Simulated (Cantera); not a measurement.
Input (Python, Cantera) and output of one run.

```python
import numpy as np
import cantera as ct

gas_names = """
    H HNO HNO2 HNO3 HO2 H2 H2O H2O2 N NH NH2 NH3 NH2OH NO NO2 NO3 N2 N2H2 N2H4 N2O O OH O2 O3 Si SiH
    SiH2 SiH3 SiH4 SiN SiO SiO2 Si2 Si2N Si3
""".split()
cond_names = """
    H2O(s) H2O(L) Si(cr) Si(L) SiO2(Lqz) SiO2(hqz) SiO2(L) Si2N2O(s) Si3N4(a)
""".split()


# ... load() reads the species with a 1 bar reference pressure and builds the phases ...
atoms = {
    'SiH4': {'Si': 1, 'H': 4},
    'H2O': {'H': 2, 'O': 1},
    'N2': {'N': 2},
}
top_T = {'Si2N2O(s)': 2100, 'Si3N4(a)': 2400}  # K; cautious upper limits of use, not melting points


# ... equilibrate(T, P, feed) seeds the gas with the atoms and calls Mixture.equilibrate('TP', solver="vcs", rtol=1e-11, max_steps=5000) ...
results = []
feed = {'SiH4': 1, 'H2O': 3.9, 'N2': 27}  # mol
T = 1298.15  # K
P = 1333.22  # Pa
mix = equilibrate(T, P, feed)
results.append((T, P, feed, dict(zip(mix.species_names, mix.species_moles))))
x = sorted(zip(gas.X, gas.species_names), reverse=True)
print(f"T = {T:g} K  P = {P:g} Pa  gas = {mix.phase_moles(0):.4g} mol")
print("   x: " + "  ".join(f"{s} {v:.3e}" for v, s in x if v > 1e-05))
print("   condensed (mol): " + ("  ".join(f"{mix.phase(i).name} {mix.phase_moles(i):.4g}"
      for i in range(1, mix.n_phases) if mix.phase_moles(i) > 1e-12) or "none"))
```

It prints:

```
T = 1298.15 K  P = 1333.22 Pa  gas = 32.9 mol
   x: N2 8.207e-01  H2 1.216e-01  H2O 5.775e-02
   condensed (mol): SiO2(hqz) 1
```

Cantera equilibrium calculation (NASA polynomials, part measured and part estimated; ideal gas, pure solids and liquids). The tables hold silica as quartz up to 1696 K and as liquid above; real silica turns to tridymite and cristobalite and melts near 1996 K.
